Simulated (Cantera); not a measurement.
# Hydrocarbon pyrolysis for carbon deposition

An isothermal, constant-pressure homogeneous reactor starts with 1.85 % CH4, 98.1 % H2, at 1673 K and 750 Torr.

Computed with Cantera and GRI-Mech 3.0 (53 species, 325 reactions). GRI-Mech 3.0 stops at C3 and has no aromatics, soot or wall deposition, so with more carbon than oxygen in the feed, carbon stays in small species such as C2H2 where larger ones or solid carbon would form.

| t (s) | x CH4 | x H2 | x C2H2 | x H | x C2H |
|---|---|---|---|---|---|
| 2.00e-6 | 0.0185 | 0.981 | <1e-12 | 5.43e-7 | <1e-12 |
| 8.76e-6 | 0.0185 | 0.981 | <1e-12 | 2.53e-6 | <1e-12 |
| 3.84e-5 | 0.0185 | 0.981 | 1.98e-12 | 1.12e-5 | <1e-12 |
| 0.000168 | 0.0185 | 0.981 | 1.62e-9 | 4.62e-5 | <1e-12 |
| 0.000737 | 0.0185 | 0.981 | 9.99e-7 | 0.000106 | <1e-12 |
| 0.00323 | 0.0184 | 0.981 | 2.96e-5 | 0.000111 | 1.64e-11 |
| 0.0141 | 0.0180 | 0.982 | 0.000185 | 0.000111 | 1.03e-10 |
| 0.0620 | 0.0168 | 0.982 | 0.000789 | 0.000111 | 4.38e-10 |
| 0.271 | 0.0133 | 0.984 | 0.00242 | 0.000112 | 1.35e-9 |
| 1.19 | 0.0101 | 0.986 | 0.00390 | 0.000114 | 2.21e-9 |
| 5.21 | 0.00987 | 0.986 | 0.00400 | 0.000114 | 2.26e-9 |
| 22.8 | 0.00987 | 0.986 | 0.00400 | 0.000114 | 2.26e-9 |
| 100 | 0.00987 | 0.986 | 0.00400 | 0.000114 | 2.26e-9 |
x: mole fraction; the columns are a selection and need not sum to one.

Equilibrium at this temperature and pressure: CH4 0.00987, H2 0.986, C2H2 0.00400, H 0.000114, C2H 2.26e-9 (gas phase only).
